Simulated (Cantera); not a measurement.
Cantera with NASA thermochemical tables; ideal gases at 1 bar, condensed phases pure. Values are per mole of reaction as written; species without (g) are pure solids or liquids, kept so even where they would boil at 1 bar.

O2(g) + SrCl2 + 2 HCl(g) → 2 Cl2(g) + Sr(OH)2

```tsv
T (K)	ΔH° (kJ)	ΔS° (J/K)	ΔG° (kJ)	log10 K
1550	66.7	-122.9	257.1	-8.67
1625	?	?	?	?
1700	70.1	-120.8	275.4	-8.46
1775	71.8	-119.8	284.4	-8.37
1850	73.4	-118.9	293.4	-8.28
1925	75.0	-118.0	302.3	-8.20
2000	?	?	?	?
```

What belongs in the gaps?


- 1625, ΔH° (kJ): 68.4
- 1625, ΔS° (J/K): -121.8
- 1625, ΔG° (kJ): 266.3
- 1625, log10 K: -8.56
- 2000, ΔH° (kJ): 76.6
- 2000, ΔS° (J/K): -117.2
- 2000, ΔG° (kJ): 311.1
- 2000, log10 K: -8.12
